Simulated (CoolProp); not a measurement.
Properties of CH2F2 (R32) along the isobar 8.35 MPa (Tc = 351.3 K, pc = 5.783 MPa, ω = 0.277).

Model: reference Helmholtz-energy equation of state, Tillner-Roth 1997, in CoolProp.

```tsv
T (K)	phase	cv (kJ/(kg K))	speed of sound (m/s)	expansivity (1/kK)
297.6	liquid	0.9510	635.8	3.597
311.3	liquid	0.9625	563.4	4.255
325.1	liquid	0.9787	486.7	5.321
338.8	liquid	1.002	404.2	7.318
352.6	supercritical	1.044	310.6	12.47
366.3	supercritical	1.142	207.7	36.92
380	supercritical	1.125	193.0	27.63
393.8	supercritical	1.063	209.9	14.35
407.5	supercritical	1.033	223.9	9.796
421.3	supercritical	1.019	235.6	7.517
435	supercritical	1.014	245.8	6.163
```
